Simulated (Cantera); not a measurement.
# Adiabatic ignition

An adiabatic, constant-pressure homogeneous reactor starts with CO : H₂ : O₂ : N₂ = 1 : 0.29 : 1.7 : 6.38 (molar parts), equivalence ratio 0.38, at 1250 K and 4.93 atm.

Model: GRI-Mech 3.0 (53 species, 325 reactions), integrated in Cantera. The hydrogen kinetics of GRI-Mech 3.0 are dated; newer H2 mechanisms differ, most at raised pressure.

| t (s) | T (K) | x CO | x H₂ | x O₂ | x N₂O | x NO₂ |
|---|---|---|---|---|---|---|
| 3.00e-6 | 1250 | 0.107 | 0.0309 | 0.181 | <1e-12 | <1e-12 |
| 8.77e-6 | 1250 | 0.107 | 0.0309 | 0.181 | 3.76e-11 | <1e-12 |
| 2.56e-5 | 1576 | 0.0846 | 0.00121 | 0.154 | 5.97e-7 | 9.98e-9 |
| 7.50e-5 | 2162 | 0.0110 | 0.000448 | 0.122 | 2.89e-6 | 1.44e-7 |
| 0.000219 | 2261 | 0.00225 | 0.000103 | 0.121 | 1.64e-6 | 2.28e-7 |
| 0.000641 | 2270 | 0.00141 | 7.25e-5 | 0.121 | 1.22e-6 | 3.39e-7 |
| 0.00187 | 2270 | 0.00140 | 7.23e-5 | 0.120 | 1.21e-6 | 7.35e-7 |
| 0.00548 | 2269 | 0.00140 | 7.19e-5 | 0.120 | 1.21e-6 | 1.86e-6 |
| 0.0160 | 2265 | 0.00137 | 7.08e-5 | 0.119 | 1.20e-6 | 4.87e-6 |
| 0.0468 | 2259 | 0.00132 | 6.86e-5 | 0.118 | 1.20e-6 | 1.13e-5 |
| 0.137 | 2251 | 0.00127 | 6.63e-5 | 0.116 | 1.20e-6 | 1.83e-5 |
| 0.400 | 2250 | 0.00126 | 6.58e-5 | 0.116 | 1.20e-6 | 1.99e-5 |
| 1.17 | 2250 | 0.00126 | 6.58e-5 | 0.116 | 1.20e-6 | 1.99e-5 |
| 3.42 | 2250 | 0.00126 | 6.58e-5 | 0.116 | 1.20e-6 | 1.99e-5 |
| 10.0 | 2250 | 0.00126 | 6.58e-5 | 0.116 | 1.20e-6 | 1.99e-5 |
x: mole fraction; the columns are a selection and need not sum to one.

| Item | Result |
|---|---|
| time of steepest temperature rise | 21.7 µs |
| temperature at 10.0 s | 2250 K |
| equilibrium temperature | 2250 K |
| x(CO) at 10.0 s | 0.00126 (gas-phase equilibrium 0.00126) |
| x(H₂) at 10.0 s | 6.58e-5 (gas-phase equilibrium 6.58e-5) |
| x(O₂) at 10.0 s | 0.116 (gas-phase equilibrium 0.116) |
